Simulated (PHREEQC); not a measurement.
Dissolve 20 mmol/kgw K2CO3, 2.2 mmol/kgw K2SO4 and 0.5 mmol/kgw KH2PO4 at 25 °C. Closed to the air; pH follows from the charge balance.

The numbers come from PHREEQC with the ion-association model, phreeqc.dat.

| quantity | before | after |
|---|---|---|
| pH | 11.03 | 10.65 |
| ionic strength (mol/kgw) | 0.0653 | 0.00621 |
| CO3-2 (mol/kgw) | 0.0181 | 0.00146 |
| SO4-2 (mol/kgw) | 0.00195 | 0.000215 |
| HCO3- (mol/kgw) | 0.00193 | 0.000544 |
| HPO4-2 (mol/kgw) | 0.000419 | 4.82e-5 |

Q: What was changed between the two runs?
A. K2CO3 from 0.02 to 0.2 mol/kgw
B. K2CO3 from 0.02 to 0.03 mol/kgw
C. diluted 10-fold with water
D. KH2PO4 from 0.0005 to 0.0025 mol/kgw

A: C, diluted 10-fold with water

Precipitation was switched off in this run.
